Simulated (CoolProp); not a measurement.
Vapour-liquid equilibrium of cyclohexane (1) + ethylbenzene (2) at 308.3 K; x and y are mole fractions of (1).

Computed with CoolProp (multi-fluid Helmholtz-energy mixture model, Zhou 2014 and Zhou 2012; pair parameters Bell 2016).

Give the bubble pressure and the first vapour's composition at x = 0.2, 0.8, 0.95. Is there an azeotrope?

x = 0.2: 0.006829 MPa, y = 0.735; x = 0.8: 0.01709 MPa, y = 0.966; x = 0.95: 0.01939 MPa, y = 0.991. No azeotrope shows between x = 0.05 and 0.95.

Pair parameters are fitted to limited data, so mixtures are less certain than the pure fluids.
